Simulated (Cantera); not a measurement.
Input (Python, Cantera):

```python
import numpy as np
import cantera as ct

surf = ct.Interface("ptcombust.yaml", "Pt_surf")
gas = surf.adjacent["gas"]
gas.TPX = 300, 3000, {'CH4': 0.083, 'O2': 0.084, 'N2': 0.79}
jet = ct.ImpingingJet(gas=gas, width=0.089, surface=surf)
jet.inlet.mdot, jet.inlet.T, jet.inlet.X = 0.021, 300, {'CH4': 0.083, 'O2': 0.084, 'N2': 0.79}
jet.set_refine_criteria(ratio=10, slope=0.2, curve=0.3)
show, cover = ['CH4', 'O2', 'H2O', 'OH', 'CO', 'CO2'], ["PT(S)", "H(S)", "O(S)", "OH(S)", "CO(S)", "C(S)"]

rows = []
print(f"{'Ts/K':>7s}" + "".join(f"{s:>11s}" for s in show + cover) + "   (gas at the wall, coverages)")
for i, Ts in enumerate([900, 950, 1000, 1050, 1100, 1150, 1200]):
    jet.surface.T = Ts
    if i == 0:
        surf.TP = Ts, 3000
        surf.coverages = "PT(S):0.5, O(S):0.5"
        surf.advance_coverages(1.0)
        jet.set_initial_guess(products="inlet")
    jet.solve(loglevel=0, auto=(i == 0))
    rows.append([*(jet.X[gas.species_index(s), -1] for s in show), *surf[cover].coverages])
    print(f"{Ts:7g}" + "".join(f"{x:11.3e}" for x in rows[-1]))
```

Result:

```
   Ts/K        CH4         O2        H2O         OH         CO        CO2      PT(S)       H(S)       O(S)      OH(S)      CO(S)       C(S)   (gas at the wall, coverages)
    900  3.112e-02  9.701e-03  8.371e-02  2.081e-11  5.769e-02  4.184e-05  3.950e-01  1.287e-03  1.283e-07  5.233e-07  9.140e-02  5.123e-01
    950  2.065e-02  6.285e-03  7.939e-02  6.757e-11  6.828e-02  6.823e-05  5.167e-01  1.735e-03  1.243e-07  5.529e-07  7.444e-02  4.071e-01
   1000  1.047e-02  3.278e-03  7.457e-02  2.521e-10  7.840e-02  2.626e-04  7.498e-01  2.080e-03  2.344e-07  8.521e-07  7.918e-02  1.689e-01
   1050  7.494e-03  2.456e-03  7.256e-02  9.923e-10  8.093e-02  8.382e-04  8.940e-01  1.952e-03  5.924e-07  1.290e-06  5.525e-02  4.882e-02
   1100  6.761e-03  2.288e-03  7.123e-02  3.480e-09  8.081e-02  1.868e-03  9.508e-01  1.700e-03  1.340e-06  1.722e-06  3.171e-02  1.580e-02
   1150  6.579e-03  2.282e-03  6.972e-02  1.083e-08  7.963e-02  3.485e-03  9.750e-01  1.469e-03  2.736e-06  2.151e-06  1.770e-02  5.807e-03
   1200  6.585e-03  2.333e-03  6.778e-02  3.024e-08  7.764e-02  5.809e-03  9.863e-01  1.279e-03  5.133e-06  2.570e-06  1.001e-02  2.364e-03
```

Computed with Cantera and Deutschmann's 1995 Pt surface mechanism with GRI-Mech 3.0 gas chemistry. Catalytic surfaces can have several steady states; this one follows from the mechanism file's or the stated starting coverage.
